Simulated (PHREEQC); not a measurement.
A solution holds 0.033 mol Pb(NO3)2, 0.0033 mol HNO3 and 0.44 mol Cu(NO3)2 per kg of water, at 25 °C. Closed to the air; pH follows from the charge balance.

The numbers come from PHREEQC with the ion-association model, wateq4f.dat.

The ionic strength comes out as 1.37 mol/kgw. What activity coefficients do PbNO3+, NO3-, Pb+2, Cu+2, H+ get?

PbNO3+ 0.86, NO3- 0.53, Pb+2 0.55, Cu+2 0.19, H+ 0.73.

This is a speciation only: nothing precipitates in the calculation. Ionic strength above about 0.7 mol/kgw puts this run outside the model's range.
